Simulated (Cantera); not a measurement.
Cantera run, input and output.

```python
import numpy as np
import cantera as ct

gas = ct.Solution("gri30.yaml")


def delay(T, t_max=10):
    gas.TPX = T, 100000, {'CO': 1, 'H2': 0.87, 'CH4': 0.051, 'O2': 0.494, 'N2': 1.86, 'CO2': 0.29}
    reactor = ct.IdealGasReactor(gas, clone=False)
    net = ct.ReactorNet([reactor])
    net.rtol, net.atol = 1e-8, 1e-16
    while net.time < t_max:
        t_old, T_old = net.time, reactor.T
        net.step()
        if reactor.T > T + 400:  # ignition: a rise of 400 K
            return t_old + (T + 400 - T_old) / (reactor.T - T_old) * (net.time - t_old)
    return np.nan


taus = []
for T in [1250, 1325, 1400, 1475, 1550, 1625, 1700]:
    taus.append(delay(T))
    print(f"T0 = {T:6g} K   tau = {taus[-1]:.4e} s")
```

Output:

```
T0 =   1250 K   tau = 5.8512e-05 s
T0 =   1325 K   tau = 4.0995e-05 s
T0 =   1400 K   tau = 3.0491e-05 s
T0 =   1475 K   tau = 2.3933e-05 s
T0 =   1550 K   tau = 1.9846e-05 s
T0 =   1625 K   tau = 1.7322e-05 s
T0 =   1700 K   tau = 1.5879e-05 s
```

Detailed kinetics in Cantera: GRI-Mech 3.0 (53 species, 325 reactions). Where the delays flatten at high temperature, the 400 K rule measures the pace of heat release, not the induction time.
